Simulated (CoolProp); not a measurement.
A single-stage vapour-compression cycle with the fluid: evaporating at 266.15 K (dew point), condensing at 295.15 K (bubble point), superheat 10 K, subcooling 0 K, compressor efficiency 0.65, no pressure losses. The same conditions are run with several fluids, on thermodynamics alone (safety and materials aside).

Model: reference Helmholtz-energy equation of state of each fluid (chlorine: Thol 2021; CH2F2 (R32): Tillner-Roth 1997; C3F8 (R218): Lemmon 2006; c-C4F8 (RC318): Platzer 1990; R115: Lemmon 2016; propylene: Lemmon 2013), in CoolProp. The equations of Platzer and Polt are older, rougher fits.

Rank chlorine, CH2F2 (R32), C3F8 (R218), c-C4F8 (RC318), R115, propylene by cooling COP, highest first.

chlorine (5.20), propylene (5.12), c-C4F8 (RC318) (5.09), CH2F2 (R32) (4.99), R115 (4.95), C3F8 (R218) (4.71)

```tsv
fluid	pressure ratio	discharge temperature (K)	refrigerating effect (kJ/kg)	volumetric capacity (kJ/m³)
chlorine	2.46	376.3	248	2340
CH2F2 (R32)	2.41	348.2	285	4710
C3F8 (R218)	2.44	301.7	69.3	2070
c-C4F8 (RC318)	2.92	302.9	93.5	822
R115	2.38	307.9	88.8	2310
propylene	2.27	324.7	331	3150
```
